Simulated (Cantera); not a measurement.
## N2O furnace oxynitridation

An isothermal, constant-pressure homogeneous reactor starts with 2.94 % N₂O, 0.0529 % H₂, 97.0 % N₂, at 1600 K and 8900 Pa.

Model: GRI-Mech 3.0 (53 species, 325 reactions), integrated in Cantera. GRI-Mech 3.0 was tuned for natural gas; its chemistry of N2O as a main component is partial and can be far from experiment.

```json
[
 {"t (s)": "0.000400", "x N₂O": "0.0293", "x H₂": "0.000513", "x NO": "1.21e-5", "x O": "6.05e-5", "x H₂O₂": "2.42e-11", "x N₂": "0.970"},
 {"t (s)": "0.00107", "x N₂O": "0.0289", "x H₂": "0.000423", "x NO": "6.46e-5", "x O": "8.73e-5", "x H₂O₂": "3.51e-10", "x N₂": "0.970"},
 {"t (s)": "0.00286", "x N₂O": "0.0279", "x H₂": "0.000172", "x NO": "0.000237", "x O": "0.000102", "x H₂O₂": "6.61e-10", "x N₂": "0.971"},
 {"t (s)": "0.00765", "x N₂O": "0.0257", "x H₂": "1.88e-5", "x NO": "0.000664", "x O": "0.000123", "x H₂O₂": "3.01e-10", "x N₂": "0.972"},
 {"t (s)": "0.0205", "x N₂O": "0.0210", "x H₂": "1.25e-6", "x NO": "0.00170", "x O": "0.000128", "x H₂O₂": "1.58e-10", "x N₂": "0.974"},
 {"t (s)": "0.0547", "x N₂O": "0.0122", "x H₂": "1.30e-6", "x NO": "0.00355", "x O": "0.000118", "x H₂O₂": "1.23e-10", "x N₂": "0.977"},
 {"t (s)": "0.146", "x N₂O": "0.00297", "x H₂": "1.65e-6", "x NO": "0.00531", "x O": "9.95e-5", "x H₂O₂": "9.61e-11", "x N₂": "0.981"},
 {"t (s)": "0.391", "x N₂O": "0.000111", "x H₂": "9.93e-7", "x NO": "0.00578", "x O": "4.84e-5", "x H₂O₂": "4.96e-11", "x N₂": "0.982"},
 {"t (s)": "1.05", "x N₂O": "3.70e-7", "x H₂": "1.24e-7", "x NO": "0.00578", "x O": "5.88e-6", "x H₂O₂": "6.65e-12", "x N₂": "0.982"},
 {"t (s)": "2.80", "x N₂O": "2.13e-8", "x H₂": "1.09e-7", "x NO": "0.00578", "x O": "5.22e-6", "x H₂O₂": "5.88e-12", "x N₂": "0.982"},
 {"t (s)": "7.48", "x N₂O": "2.13e-8", "x H₂": "1.09e-7", "x NO": "0.00578", "x O": "5.22e-6", "x H₂O₂": "5.88e-12", "x N₂": "0.982"},
 {"t (s)": "20.0", "x N₂O": "2.12e-8", "x H₂": "1.09e-7", "x NO": "0.00577", "x O": "5.22e-6", "x H₂O₂": "5.88e-12", "x N₂": "0.982"}
]
```
x: mole fraction; the columns are a selection and need not sum to one.

Equilibrium at this temperature and pressure: N₂O 1.12e-8, H₂ 9.77e-8, NO 0.000560, O 5.78e-6, H₂O₂ 6.50e-12, N₂ 0.985 (gas phase only).
